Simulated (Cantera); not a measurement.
Mixture: C3H8 : O2 : N2 : H2 = 1 : 8.2 : 30.8 : 0.67 (molar parts), at 5.00 bar, adiabatic and at constant volume. Ignition delay is the time to a rise of 400 K.

Cantera simulation using GRI-Mech 3.0 (53 species, 325 reactions); the numbers are that mechanism's predictions, not measurements. GRI-Mech 3.0 was tuned for natural gas; its chemistry of propane as a main component is partial and can be far from experiment.

Predict: delay at 1125 K; delay at 1275 K; delay at 1425 K; delay at 1575 K; delay at 1725 K; apparent activation energy between 1650 and 1800 K.


| Quantity | Value |
|---|---|
| delay at 1125 K | 2.94 ms |
| delay at 1275 K | 0.361 ms |
| delay at 1425 K | 49.4 µs |
| delay at 1575 K | 11.3 µs |
| delay at 1725 K | 4.13 µs |
| apparent activation energy between 1650 and 1800 K | 140 kJ/mol |
